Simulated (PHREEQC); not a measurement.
PHREEQC input (ion-association model, wateq4f.dat):

```
SOLUTION_MASTER_SPECIES
  An  An-  0  An  62.0  # stands for a non-complexing anion
SOLUTION_SPECIES
  An- = An-
    -log_k 0
    -gamma 3.0 0
PHASES
  Fix_H+
    H+ = H+
    -log_k 0
SOLUTION 1
  temp 25
  units mmol/kgw
  pH 7 charge
  Na 10
  An 10
END
SELECTED_OUTPUT 1
  -reset false
  -pH true
  -pe true
  -ionic_strength true
  -water true
  -totals Na
  -molalities Hfo_wOH Hfo_wOH2+ Hfo_wO- Hfo_sOH Hfo_sOH2+ Hfo_sO-
USER_PUNCH 1
  -headings sigma psi
  10 PUNCH EDL("sigma", "Hfo"), EDL("psi", "Hfo")
PRINT
  -reset false
USE solution 1
SURFACE 1
  Hfo_wOH 5.16854e-05 600 0.023
  Hfo_sOH 1.29213e-06
EQUILIBRIUM_PHASES 1
  Fix_H+ -3 HAn 10
    -force_equality true
  O2(g) -0.68 10
END
# ... the last block is repeated for the other 16 points of pH, with NaOH or the acid as the point needs
```

Selected output (columns that matter, 12 of 17 rows; pH added in front):

```
pH	mu	Na	m_Hfo_wOH	m_Hfo_wOH2+	m_Hfo_wO-	m_Hfo_sOH	m_Hfo_sOH2+	m_Hfo_sO-	sigma	psi
3	0.011122	0.01	6.3879e-06	4.5277e-05	2.0646e-08	1.597e-07	1.1319e-06	5.1616e-10	0.32435	0.20347
3.5	0.010366	0.01	1.3174e-05	3.8408e-05	1.0352e-07	3.2935e-07	9.602e-07	2.5879e-09	0.27453	0.19671
4.5	0.010046	0.01	2.7822e-05	2.3095e-05	7.6781e-07	6.9555e-07	5.7738e-07	1.9195e-08	0.16002	0.16983
5	0.010019	0.01	3.3003e-05	1.7235e-05	1.4477e-06	8.2506e-07	4.3088e-07	3.6192e-08	0.11315	0.15216
6	0.010005	0.01	3.8213e-05	1.0189e-05	3.2834e-06	9.5533e-07	2.5471e-07	8.2084e-08	0.04949	0.11027
6.5	0.010002	0.01	3.9112e-05	8.4029e-06	4.1705e-06	9.778e-07	2.1007e-07	1.0426e-07	0.030334	0.086242
7.5	0.010001	0.01	3.9633e-05	6.6009e-06	5.4514e-06	9.9082e-07	1.6502e-07	1.3629e-07	0.0082383	0.033627
8	0.010001	0.010001	3.9674e-05	6.1029e-06	5.9084e-06	9.9185e-07	1.5257e-07	1.4771e-07	0.0013941	0.0060911
9	0.010012	0.010013	3.9572e-05	5.1566e-06	6.9569e-06	9.8929e-07	1.2891e-07	1.7392e-07	-0.012903	-0.048802
9.5	0.010037	0.010039	3.9321e-05	4.5092e-06	7.8552e-06	9.8302e-07	1.1273e-07	1.9638e-07	-0.023981	-0.075097
10.5	0.010357	0.010361	3.7265e-05	2.7186e-06	1.1702e-05	9.3162e-07	6.7964e-08	2.9255e-07	-0.064385	-0.12263
11	0.011125	0.011132	3.4368e-05	1.7367e-06	1.558e-05	8.592e-07	4.3418e-08	3.8951e-07	-0.099219	-0.14278
```

Complexes and solids missing from the database can't appear. The oxide is taken as insoluble; below pH 4 it would dissolve.
